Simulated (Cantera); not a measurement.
Cantera run:

```python
import numpy as np
import cantera as ct

gas_names = """
    H HNO HNO2 HNO3 HO2 H2 H2O H2O2 N NH NH2 NH3 NH2OH NO NO2 NO3 N2 N2H2 N2H4 N2O O OH O2 O3 Pb PbO Pb2
""".split()
cond_names = """
    H2O(s) H2O(L) Pb(cr) Pb(L) PbO(rd) PbO(yw) PbO(L) PbO2(s) Pb3O4(s)
""".split()


# ... load() reads the species with a 1 bar reference pressure and builds the phases ...
atoms = {
    'PbO': {'Pb': 1, 'O': 1},
    'O2': {'O': 2},
    'N2': {'N': 2},
    'H2': {'H': 2},
}
top_T = {'Pb3O4(s)': 820}  # K; cautious upper limits of use, not melting points


# ... equilibrate(T, P, feed) seeds the gas with the atoms and calls Mixture.equilibrate('TP', solver="vcs", rtol=1e-11, max_steps=5000) ...
results = []
feed = {'PbO': 1, 'O2': 0.031, 'N2': 1.3, 'H2': 0.12}  # mol
P = 1000  # Pa
for T in [473, 498, 523, 548, 573, 598, 623, 648, 673, 698]:
    mix = equilibrate(T, P, feed)
    results.append((T, P, feed, dict(zip(mix.species_names, mix.species_moles))))

top = {s: max(r[3][s] / sum(r[3][g] for g in gas_names) for r in results) for s in gas_names}
cols = sorted((s for s in top if top[s] > 1e-05), key=lambda s: -top[s])[:9]
seen = [c for c in cond_names if any(r[3].get(c, 0) > 1e-12 for r in results)]
print("log10 of partial pressures in bar; condensed amounts in mol")
print(f"{'T/K':>10s}" + "".join(f"{s[:9]:>10s}" for s in cols + seen))
for T, P, feed, n in results:
    ng = sum(n[g] for g in gas_names)
    print(f"{T:10.4g}" + "".join(f"{np.log10(max(n[s] / ng * P / 1e5, 1e-99)):10.3f}" for s in cols)
          + "".join(f"{n.get(c, 0):10.4g}" for c in seen))
```

Output:

```
log10 of partial pressures in bar; condensed amounts in mol
       T/K        N2       H2O    Pb(cr)     Pb(L)   PbO(rd)
       473    -2.038    -3.073     0.058         0     0.942
       498    -2.038    -3.073     0.058         0     0.942
       523    -2.038    -3.073     0.058         0     0.942
       548    -2.038    -3.073     0.058         0     0.942
       573    -2.038    -3.073     0.058         0     0.942
       598    -2.038    -3.073     0.058         0     0.942
       623    -2.038    -3.073         0     0.058     0.942
       648    -2.038    -3.073         0     0.058     0.942
       673    -2.038    -3.073         0     0.058     0.942
       698    -2.038    -3.073         0     0.058     0.942
```

Method: chemical equilibrium by Gibbs-energy minimisation in Cantera with the NASA 1993 tables (ideal gas, pure condensed phases).
